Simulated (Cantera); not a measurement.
A Cantera script and what it prints.

```python
import numpy as np
import cantera as ct

gas_names = """
    CL CL2 H HCL H2 Si SiCL SiCL2 SiCL3 SiCL4 SiH SiHCL3 SiH2 SiH2CL2 SiH3 SiH3CL SiH4 Si2 Si3
""".split()
cond_names = """
    Si(cr) Si(L)
""".split()


# ... load() reads the species with a 1 bar reference pressure and builds the phases ...
atoms = {
    'SiCl4': {'Si': 1, 'CL': 4},
    'HCl': {'H': 1, 'CL': 1},
    'H2': {'H': 2},
}
top_T = {}  # K; cautious upper limits of use, not melting points


# ... equilibrate(T, P, feed) seeds the gas with the atoms and calls Mixture.equilibrate('TP', solver="vcs", rtol=1e-11, max_steps=5000) ...
results = []
feed = {'SiCl4': 1, 'HCl': 3.9, 'H2': 6.3}  # mol
T = 798.15  # K
P = 2900000  # Pa
mix = equilibrate(T, P, feed)
results.append((T, P, feed, dict(zip(mix.species_names, mix.species_moles))))
x = sorted(zip(gas.X, gas.species_names), reverse=True)
print(f"T = {T:g} K  P = {P:g} Pa  gas = {mix.phase_moles(0):.4g} mol")
print("   x: " + "  ".join(f"{s} {v:.3e}" for v, s in x if v > 0.0001))
print("   condensed (mol): " + ("  ".join(f"{mix.phase(i).name} {mix.phase_moles(i):.4g}"
      for i in range(1, mix.n_phases) if mix.phase_moles(i) > 1e-12) or "none"))
```

Result:

```
T = 798.15 K  P = 2.9e+06 Pa  gas = 11.2 mol
   x: H2 5.624e-01  HCL 3.483e-01  SiCL4 8.916e-02  SiHCL3 1.270e-04
   condensed (mol): none
```

Equilibrium computed with Cantera from the NASA thermochemical tables; the gas is ideal and each condensed phase is pure.
